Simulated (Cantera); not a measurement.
Input: 1 mol KCl, 0.42 mol HCl, 0.27 mol N₂, at 1000 Pa.

These are equilibrium values from Cantera (NASA tables, ideal gas, pure condensed phases), not measurements of a reactor. Candidate condensed phases: K, KCl, NH₄Cl; 17 gas species. Equilibrium is a limit: real reactors are often held back by kinetics, nucleation or transport.

Task: At 1223 K, list the 6 most abundant gas species with their mole fractions, and the condensed phases.

Result: KCl 0.438, HCl 0.275, N₂ 0.177, K₂Cl₂ 0.109, Cl 9.88e-5, H₂ 5.21e-5. Condensed: gas only.
